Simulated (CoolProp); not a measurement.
R1224YDZ along the isotherm 217.1 K: Z from the reference equation and from simpler models built on Tc = 428.7 K, pc = 3.334 MPa, ω = 0.325; each cubic takes its own stable root.

Values from CoolProp's reference Helmholtz-energy equation of state, Akasaka 2023.

```json
[
 {"p (MPa)": "3.03", "phase": "liquid", "reference": "0.1588"},
 {"p (MPa)": "6.06", "phase": "liquid", "reference": "0.3167"},
 {"p (MPa)": "9.09", "phase": "liquid", "reference": "0.4737"},
 {"p (MPa)": "12.1", "phase": "liquid", "reference": "0.6288"},
 {"p (MPa)": "15.2", "phase": "liquid", "reference": "0.7877"},
 {"p (MPa)": "18.2", "phase": "liquid", "reference": "0.9407"},
 {"p (MPa)": "21.2", "phase": "liquid", "reference": "1.093"},
 {"p (MPa)": "24.2", "phase": "liquid", "reference": "1.245"},
 {"p (MPa)": "27.3", "phase": "liquid", "reference": "1.400"},
 {"p (MPa)": "30.3", "phase": "liquid", "reference": "1.551"},
 {"p (MPa)": "33.3", "phase": "liquid", "reference": "1.700"}
]
```

Problem. How far does each simpler model (Redlich-Kwong, Soave-Redlich-Kwong) lie from the reference over these 11 states: mean and median of the absolute difference, and the worst?

Solution. 
- Redlich-Kwong: mean 14.8 %, median 14.7 %, worst +15.9 % at 217.1 K and 3.03 MPa
- Soave-Redlich-Kwong: mean 12.5 %, median 12.5 %, worst +12.7 % at 217.1 K and 3.03 MPa
